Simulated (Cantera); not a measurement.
## Silicon nitride deposition: trisilylamine + N2 + H2

Feed: 1 mol trisilylamine, 3.4 mol N2, a varied amount of H2, equilibrated at 7.50 Torr.

Method: chemical equilibrium by Gibbs-energy minimisation in Cantera with the NASA 1993 tables (ideal gas, pure condensed phases). Candidate condensed phases: Si, Si3N4; 18 gas species. The feed counts by its element totals alone. Mutual solubility and eutectic melting of coexisting phases are not modelled. Kinetics and transport are ignored.

Question: Map the stable condensed phases over T = 1173, 1248, 1323, 1398, 1473, 1548, 1623, 1698, 1773 K and n(H2) in mol = 0.64, 1.5, 3.4, 7.9, 18, 42, 98.

Answer: 
```
T in K \ n(H2) in mol
         0.64  1.5  3.4  7.9   18   42   98
   1773     A    A    A    A    A    A    A
   1698     B    B    B    C    A    A    A
   1623     B    B    B    B    B    C    A
   1548     B    B    B    B    B    B    B
   1473     B    B    B    B    B    B    B
   1398     B    B    B    B    B    B    B
   1323     B    B    B    B    B    B    B
   1248     B    B    B    B    B    B    B
   1173     B    B    B    B    B    B    B
```
A: Si; B: Si3N4; C: Si + Si3N4.
